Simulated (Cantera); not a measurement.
Cantera run:

```python
import numpy as np
import cantera as ct

gas_names = """
    H H2 N NH NH2 NH3 N2 N2H2 N2H4 Pb Pb2
""".split()
cond_names = """
    Pb(cr) Pb(L)
""".split()


# ... load() reads the species with a 1 bar reference pressure and builds the phases ...
atoms = {
    'Pb': {'Pb': 1},
    'H2': {'H': 2},
    'N2': {'N': 2},
}
top_T = {}  # K; cautious upper limits of use, not melting points


# ... equilibrate(T, P, feed) seeds the gas with the atoms and calls Mixture.equilibrate('TP', solver="vcs", rtol=1e-11, max_steps=5000) ...
results = []
feed = {'Pb': 1, 'H2': 0.09, 'N2': 4.7}  # mol
P = 133.322  # Pa
for T in [600, 650, 700, 750, 800, 850, 900, 950, 1000, 1050, 1100, 1150, 1200]:
    mix = equilibrate(T, P, feed)
    results.append((T, P, feed, dict(zip(mix.species_names, mix.species_moles))))
    x = sorted(zip(gas.X, gas.species_names), reverse=True)
    print(f"T = {T:g} K  P = {P:g} Pa  gas = {mix.phase_moles(0):.4g} mol")
    print("   x: " + "  ".join(f"{s} {v:.3e}" for v, s in x if v > 0.0001))
    print("   condensed (mol): " + ("  ".join(f"{mix.phase(i).name} {mix.phase_moles(i):.4g}"
          for i in range(1, mix.n_phases) if mix.phase_moles(i) > 1e-12) or "none"))
```

Output:

```
T = 600 K  P = 133.322 Pa  gas = 4.79 mol
   x: N2 9.812e-01  H2 1.879e-02
   condensed (mol): Pb(cr) 1
T = 650 K  P = 133.322 Pa  gas = 4.79 mol
   x: N2 9.812e-01  H2 1.879e-02
   condensed (mol): Pb(L) 1
T = 700 K  P = 133.322 Pa  gas = 4.79 mol
   x: N2 9.812e-01  H2 1.879e-02
   condensed (mol): Pb(L) 1
T = 750 K  P = 133.322 Pa  gas = 4.79 mol
   x: N2 9.812e-01  H2 1.879e-02
   condensed (mol): Pb(L) 1
T = 800 K  P = 133.322 Pa  gas = 4.79 mol
   x: N2 9.812e-01  H2 1.879e-02
   condensed (mol): Pb(L) 0.9998
T = 850 K  P = 133.322 Pa  gas = 4.791 mol
   x: N2 9.810e-01  H2 1.878e-02  Pb 2.387e-04
   condensed (mol): Pb(L) 0.9989
T = 900 K  P = 133.322 Pa  gas = 4.795 mol
   x: N2 9.802e-01  H2 1.877e-02  Pb 1.027e-03
   condensed (mol): Pb(L) 0.9951
T = 950 K  P = 133.322 Pa  gas = 4.808 mol
   x: N2 9.775e-01  H2 1.872e-02  Pb 3.774e-03
   condensed (mol): Pb(L) 0.9819
T = 1000 K  P = 133.322 Pa  gas = 4.849 mol
   x: N2 9.693e-01  H2 1.856e-02  Pb 1.215e-02
   condensed (mol): Pb(L) 0.9411
T = 1050 K  P = 133.322 Pa  gas = 4.963 mol
   x: N2 9.470e-01  Pb 3.490e-02  H2 1.813e-02
   condensed (mol): Pb(L) 0.8268
T = 1100 K  P = 133.322 Pa  gas = 5.269 mol
   x: N2 8.920e-01  Pb 9.088e-02  H2 1.708e-02
   condensed (mol): Pb(L) 0.5212
T = 1150 K  P = 133.322 Pa  gas = 5.79 mol
   x: N2 8.117e-01  Pb 1.727e-01  H2 1.554e-02
   condensed (mol): none
T = 1200 K  P = 133.322 Pa  gas = 5.79 mol
   x: N2 8.117e-01  Pb 1.727e-01  H2 1.554e-02
   condensed (mol): none
```

Equilibrium computed with Cantera from the NASA thermochemical tables; the gas is ideal and each condensed phase is pure.
